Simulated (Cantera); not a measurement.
A closed system holds: 1 mol V, 1.1 mol N₂, 0.34 mol N₂O, equilibrated at 2202 °C and 1.33 mbar.

Method: chemical equilibrium by Gibbs-energy minimisation in Cantera with the NASA 1993 tables (ideal gas, pure condensed phases). Candidate condensed phases: V, VN, VO, V₂O₃, V₂O₄, V₂O₅; 13 gas species. The numbers say what is thermodynamically allowed, not how fast it happens.

Base state: N₂ 0.590, V 0.279, VO 0.123, VO₂ 0.00817, O 4.92e-5, VN 1.24e-5 (mole fractions); condensed: gas only.

Task: What changes in the equilibrium state with this change: pressure from 1.33 mbar to 1.10 Pa?

Result: 
| species | before | after |
|---|---|---|
| N₂ | 0.590 | 0.587 |
| V | 0.279 | 0.282 |
| VO | 0.123 | 0.118 |
| O | 4.92e-5 | 0.00566 |
| N | 4.87e-6 | 5.34e-5 |
| VN | 1.24e-5 | 1.13e-6 |
| NO | 5.83e-6 | 6.07e-5 |
| VO₂ | 0.00817 | 0.00743 |
